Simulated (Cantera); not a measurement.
Input: 1 mol SiC, 0.11 mol N2O, 850 mol N2, 0.0062 mol O2, at 1.00 bar.

Cantera equilibrium calculation (NASA polynomials, part measured and part estimated; ideal gas, pure solids and liquids). Candidate condensed phases: C, Si, SiC, SiO2, Si2N2O, Si3N4; 34 gas species. Mutual solubility and eutectic melting of coexisting phases are not modelled. The numbers say what is thermodynamically allowed, not how fast it happens.

Problem. Which condensed phases are stable at each of these points (T (K)): 1225, 1325, 1425, 1525, 1625, 1725, 1825, 1925?

Solution. 
```tsv
T (K)	condensed phases	Si condensed (%)
1225	C(graphite) + Si2N2O(s) + Si3N4(s)	100.0
1325	C(graphite) + Si2N2O(s) + Si3N4(s)	100.0
1425	C(graphite) + Si2N2O(s) + Si3N4(s)	100.0
1525	C(graphite) + Si2N2O(s) + Si3N4(s)	100.0
1625	C(graphite) + Si3N4(s)	100.0
1725	SiC(s) + Si3N4(s)	99.9
1825	SiC(s) + Si3N4(s)	99.7
1925	SiC(s) + Si3N4(s)	98.5
```

From 1225 K to 1525 K the condensed part is C(graphite) + Si2N2O(s) + Si3N4(s). At 1625 K the condensed part is C(graphite) + Si3N4(s). From 1725 K to 1925 K the condensed part is SiC(s) + Si3N4(s).
